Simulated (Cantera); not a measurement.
## Gas-phase reforming

An isothermal, constant-pressure homogeneous reactor starts with CH4 : CO2 : H2 = 1 : 0.78 : 0.88 (molar parts), at 1375 K and 1200 Torr.

Detailed kinetics in Cantera: GRI-Mech 3.0 (53 species, 325 reactions).

```tsv
t (s)	x CH4	x CO2	x H2	x CO	x CH3	x H	x C2H2
0.000600	0.376	0.293	0.331	1.07e-5	1.31e-5	5.77e-7	1.19e-10
0.00151	0.376	0.293	0.331	4.06e-5	1.53e-5	6.75e-7	2.96e-9
0.00382	0.376	0.293	0.331	0.000122	1.64e-5	7.25e-7	4.76e-8
0.00964	0.376	0.293	0.331	0.000349	1.82e-5	8.05e-7	7.12e-7
0.0243	0.375	0.292	0.330	0.000980	1.99e-5	8.77e-7	9.44e-6
0.0614	0.374	0.290	0.330	0.00264	2.03e-5	8.99e-7	8.82e-5
0.155	0.371	0.286	0.328	0.00684	2.05e-5	9.08e-7	0.000545
0.391	0.363	0.274	0.324	0.0172	2.06e-5	9.22e-7	0.00230
0.986	0.344	0.246	0.314	0.0416	2.07e-5	9.51e-7	0.00701
2.49	0.303	0.188	0.297	0.0924	2.07e-5	1.02e-6	0.0175
6.28	0.237	0.105	0.281	0.164	2.01e-5	1.19e-6	0.0343
15.9	0.195	0.0647	0.290	0.200	1.94e-5	1.44e-6	0.0422
40.0	0.191	0.0593	0.305	0.216	1.87e-5	1.50e-6	0.0361
```
x: mole fraction; the columns are a selection and need not sum to one.

Equilibrium at this temperature and pressure: CH4 0.0506, CO2 2.50e-5, H2 0.579, CO 0.369, CH3 3.62e-6, H 2.08e-6, C2H2 0.000379 (gas phase only).
